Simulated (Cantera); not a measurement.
Charge: 1 mol MgO, 0.19 mol O2, 2.2 mol CO2, 0.22 mol SO2, held at 1223.15 K and 1.10 bar.

These are equilibrium values from Cantera (NASA tables, ideal gas, pure condensed phases), not measurements of a reactor. Candidate condensed phases: C, Mg, MgCO3, MgO, MgS, MgSO4, S; 26 gas species. Mutual solubility and eutectic melting of coexisting phases are not modelled. Rates play no part.

Base state: CO2 0.909, O2 0.0518, SO2 0.0376, SO3 0.00192 (mole fractions); condensed: MgO(s) + MgSO4(s).

### Question
What changes in the equilibrium state with this change: MgO replaced by FeS2?

### Answer
```json
[
 {"species": "CO2", "before": "0.909", "after": "0.702"},
 {"species": "SO2", "before": "0.0376", "after": "0.146"},
 {"species": "S2", "before": "<1e-9", "after": "0.122"},
 {"species": "O2", "before": "0.0518", "after": "<1e-9"},
 {"species": "CO", "before": "1.13e-7", "after": "0.0205"},
 {"species": "COS", "before": "<1e-9", "after": "0.00452"},
 {"species": "S2O", "before": "<1e-9", "after": "0.00433"},
 {"species": "SO", "before": "<1e-9", "after": "0.000209"},
 {"species": "MgO(s), mol", "before": "0.876", "after": "0"},
 {"species": "MgSO4(s), mol", "before": "0.124", "after": "0"},
 {"species": "FeS(s), mol", "before": "0", "after": "1.00"}
]
```
FeS: taken at fixed stoichiometry. Gases not in the tables: S3 to S7. Further candidate phases: Fe, Fe(CO)5, FeO, FeS, FeSO4, FeS2, Fe2O3, Fe2(SO4)3, Fe3O4.
